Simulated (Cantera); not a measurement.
Charge: 1 mol B2O3, 9.2 mol HF, 2.9 mol BCl3, held at 0.133 bar.

Equilibrium computed with Cantera from the NASA thermochemical tables; the gas is ideal and each condensed phase is pure. Candidate condensed phases: B, B2O3, B3O3H3, H2O; 56 gas species. The tables' values for BOCl are old estimates; treat these amounts as uncertain. Gases not in the tables: H3BO3. Rates play no part.

Q: At 1050 °C, list the 4 most abundant gas species with their mole fractions, and the condensed phases.

A: HCl 0.706, BF3 0.201, HF 0.0355, B3O3F3 0.0282. Condensed: B2O3(l).
